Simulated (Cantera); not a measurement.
A perfectly stirred reactor is fed with CH4 : C2H6 : O2 : N2 : CO2 = 1 : 0.035 : 3.37 : 12.7 : 1.8 (molar parts), equivalence ratio 0.63, at 0.987 atm; it is adiabatic with a 598 K inlet, and is followed from long to short residence time, starting on the burning branch (τ in s: 0.03, 0.013, 0.0059, 0.0026, 0.0012, 0.00051, 0.00023, 0.0001, 4.4e-05, 2e-05).

Detailed kinetics in Cantera: GRI-Mech 3.0 (53 species, 325 reactions).

Predict: blow-out, bracketed by the residence times tried; x(CH4) at τ = 30.0 ms; x(C2H6) at τ = 30.0 ms; x(O2) at τ = 30.0 ms; x(CH2O) at τ = 30.0 ms; x(HCN) at τ = 30.0 ms; x(CH4) at τ = 0.510 ms; x(C2H6) at τ = 0.510 ms; x(O2) at τ = 0.510 ms; x(CH2O) at τ = 0.510 ms; x(HCN) at τ = 0.510 ms.

blow-out, bracketed by the residence times tried: burning at 0.230 ms, out at 0.100 ms
x(CH4) at τ = 30.0 ms: 2.20e-5
x(C2H6) at τ = 30.0 ms: 1.93e-7
x(O2) at τ = 30.0 ms: 0.0663
x(CH2O) at τ = 30.0 ms: 2.77e-6
x(HCN) at τ = 30.0 ms: 6.88e-9
x(CH4) at τ = 0.510 ms: 0.000461
x(C2H6) at τ = 0.510 ms: 4.09e-6
x(O2) at τ = 0.510 ms: 0.0733
x(CH2O) at τ = 0.510 ms: 5.23e-5
x(HCN) at τ = 0.510 ms: 6.52e-8
